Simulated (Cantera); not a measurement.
Input: 1 mol Si(CH3)4, 0.25 mol C2H2, 59 mol H2, held at 0.710 bar.

These are equilibrium values from Cantera (NASA tables, ideal gas, pure condensed phases), not measurements of a reactor. Candidate condensed phases: C, C6H6, C7H8, C8H18, Si, SiC; 87 gas species. Gases not in the tables: Si2H6 and higher silanes. Kinetics and transport are ignored.

x: gas mole fraction; n: condensed amount in mol.

```tsv
T (°C)	x H2	x CH4	x H	x C2H2 (acetylene)	x Si	x CH3	x SiH2	n C(graphite)	n SiC(s)
952	0.991	0.00915	3.68e-7	1.61e-7	<1e-12	6.54e-8	3.78e-11	2.91	1.00
1052	0.995	0.00472	1.94e-6	8.47e-7	<1e-12	1.81e-7	3.90e-10	3.19	1.00
1152	0.997	…	…	…	…	…	…	3.33	1.00
1252	0.998	0.00161	2.81e-5	1.21e-5	2.13e-10	9.21e-7	1.65e-8	3.39	1.000
1352	0.999	0.00104	8.37e-5	3.55e-5	2.62e-9	1.78e-6	7.55e-8	3.43	1.000
1452	0.999	0.000708	0.000220	9.20e-5	2.41e-8	3.17e-6	2.90e-7	3.44	1.000
1552	0.999	…	…	…	…	…	…	3.44	1.000
1652	0.998	0.000369	0.00113	0.000457	1.01e-6	8.38e-6	2.80e-6	3.42	1.000
1752	0.997	0.000280	0.00228	0.000902	4.93e-6	1.26e-5	7.31e-6	3.36	0.999
1852	0.994	0.000218	0.00430	0.00167	2.07e-5	1.83e-5	1.74e-5	3.27	0.997
```

What belongs in the gaps?


- 1152, x CH4: 0.00266
- 1152, x H: 8.08e-6
- 1152, x C2H2 (acetylene): 3.52e-6
- 1152, x Si: 1.21e-11
- 1152, x CH3: 4.34e-7
- 1152, x SiH2: 2.89e-9
- 1552, x CH4: 0.000502
- 1552, x H: 0.000522
- 1552, x C2H2 (acetylene): 0.000215
- 1552, x Si: 1.73e-7
- 1552, x CH3: 5.30e-6
- 1552, x SiH2: 9.59e-7
